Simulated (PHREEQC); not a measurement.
**Ultrapure water in contact with air or piping**

Model water analysis in mg/L, 20 °C, pH 6.52, pe 8.5:

| constituent | mg/L |
|---|---|
| Na | 0.0328 |
| K | 1.75e-05 |
| Ca | 0.0525 |
| Mg | 0.0465 |
| Cl | 0.0147 |
| S(6) as SO4 | 0.0407 |
| Alkalinity as HCO3 | 0.5 |
| Zn | 0.000295 |

Valence states are taken as typed.

Equilibrium calculation in PHREEQC: ion-association model, wateq4f.dat.

This is a speciation only: nothing precipitates in the calculation.

Q: What charge-balance error does the model give?

A: charge-balance error -8.8 %.

Q: In which forms is C present?

A: HCO3- 58 %, CO2 42 % of the C.
